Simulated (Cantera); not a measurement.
What does this Cantera script print?

```python
import numpy as np
import cantera as ct

gas_names = """
    C CN C2 CCN CNC C2N2 C3 C4 C4N2 C5 N N2 Si SiC SiC2 SiN Si2 Si2C Si2N Si3
""".split()
cond_names = """
    C(gr) Si(cr) Si(L) SiC(b) Si3N4(a)
""".split()


def load(file, names, dense=False):
    # The tables refer to 1 bar. Condensed volumes are neglected.
    table = {s.name: s for s in ct.Species.list_from_file(file)}
    out = []
    for n in names:
        d = dict(table[n].input_data)
        d["thermo"] = dict(d["thermo"], **{"reference-pressure": 1e5})
        if dense:
            d["equation-of-state"] = {"model": "constant-volume", "density": "1e6 g/cm^3"}
        out.append(ct.Species.from_dict(d))
    return out


gas = ct.Solution(thermo="ideal-gas", species=load("nasa_gas.yaml", gas_names))
cond = {s.name: ct.Solution(thermo="fixed-stoichiometry", species=[s], name=s.name)
        for s in load("nasa_condensed.yaml", cond_names, dense=True)}
atoms = {
    'SiC': {'Si': 1, 'C': 1},
    'N2': {'N': 2},
    'C': {'C': 1},
}
top_T = {'C(gr)': 4500, 'SiC(b)': 3050, 'Si3N4(a)': 2400}  # K; cautious upper limits of use, not melting points


def equilibrate(T, P, feed):
    n = {}
    for name, mol in feed.items():
        for a, k in atoms[name].items():
            n[a] = n.get(a, 0.0) + k * mol
    gas.TPX = T, P, n
    mass = sum(n.values()) * gas.mean_molecular_weight
    gas.equilibrate("TP")
    valid = [c for c in cond.values() if c.min_temp <= T <= top_T.get(c.name, c.max_temp)]
    mix = ct.Mixture([(gas, mass / gas.mean_molecular_weight)] + [(c, 0.0) for c in valid])
    mix.T, mix.P = T, P
    mix.equilibrate("TP", solver="vcs", rtol=1e-11, max_steps=5000)
    return mix


results = []
feed = {'SiC': 1, 'N2': 0.18, 'C': 0.35}  # mol
T = 1648  # K
P = 5.5  # Pa
mix = equilibrate(T, P, feed)
results.append((T, P, feed, dict(zip(mix.species_names, mix.species_moles))))
print(gas.report(threshold=0.0001))
for i in range(1, mix.n_phases):
    print(f"{mix.phase(i).name:16s} {mix.phase_moles(i):12.5e} mol")
```

Result:

```
       temperature   1648 K
          pressure   5.5 Pa
           density   1.1245e-05 kg/m^3
  mean mol. weight   28.014 kg/kmol
   phase of matter   gas

                          1 kg             1 kmol
                     ---------------   ---------------
          enthalpy        1.5554e+06        4.3573e+07  J
   internal energy        1.0663e+06        2.9871e+07  J
           entropy             11662         3.267e+05  J/K
    Gibbs function       -1.7664e+07       -4.9483e+08  J
 heat capacity c_p            1256.8             35207  J/K
 heat capacity c_v            959.97             26893  J/K

                      mass frac. Y      mole frac. X     chem. pot. / RT
                     ---------------   ---------------   ---------------
                N2           0.99994           0.99994           -36.115
     [  +19 minor]        5.9942e-05        5.8984e-05

C(gr)             3.50010e-01 mol
Si(cr)            0.00000e+00 mol
SiC(b)            9.99989e-01 mol
Si3N4(a)          0.00000e+00 mol
```

These are equilibrium values from Cantera (NASA tables, ideal gas, pure condensed phases), not measurements of a reactor.
